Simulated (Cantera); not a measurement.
# Low-pressure radical oxidation in H2/O2

An isothermal, constant-pressure homogeneous reactor starts with 0.823 % H2, 99.2 % O2, equivalence ratio 0.0042, at 1375 K and 20.0 Torr.

Computed with Cantera and the H2/O2 subset of GRI-Mech 3.0, which has no nitrogen chemistry. Radical loss at walls, strong at low pressure, is not modelled.

```csv
t (s),x H2,x O2,x O,x H,x H2O,x H2O2,x OH
2.00e-5,0.00823,0.992,2.97e-9,2.54e-9,1.43e-10,<1e-12,2.92e-9
5.49e-5,0.00823,0.992,1.28e-8,3.70e-9,1.82e-9,2.03e-12,1.23e-8
0.000151,0.00823,0.992,5.32e-8,6.97e-9,1.98e-8,1.47e-11,4.81e-8
0.000413,0.00823,0.992,3.48e-7,2.97e-8,2.67e-7,9.96e-11,2.94e-7
0.00113,0.00821,0.992,1.44e-5,1.10e-6,1.52e-5,5.95e-10,1.18e-5
0.00311,0.000551,0.984,0.00626,0.000309,0.00667,3.89e-8,0.00172
0.00854,2.61e-5,0.984,0.00694,0.000191,0.00760,1.74e-8,0.00101
0.0234,2.33e-5,0.985,0.00616,0.000160,0.00765,1.68e-8,0.000958
0.0643,1.75e-5,0.987,0.00458,0.000103,0.00776,1.53e-8,0.000832
0.176,9.35e-6,0.989,0.00240,3.94e-5,0.00792,1.19e-8,0.000608
0.484,3.08e-6,0.991,0.000779,7.35e-6,0.00808,6.86e-9,0.000350
1.33,6.93e-7,0.991,0.000173,7.75e-7,0.00818,2.66e-9,0.000166
3.64,1.39e-7,0.992,3.46e-5,6.95e-8,0.00823,7.74e-10,7.46e-5
10.0,3.33e-8,0.992,8.31e-6,8.18e-9,0.00825,2.33e-10,3.66e-5
```
x: mole fraction; the columns are a selection and need not sum to one.

Equilibrium at this temperature and pressure: H2 1.56e-8, O2 0.992, O 3.91e-6, H 2.64e-9, H2O 0.00825, H2O2 1.27e-10, OH 2.51e-5 (gas phase only).
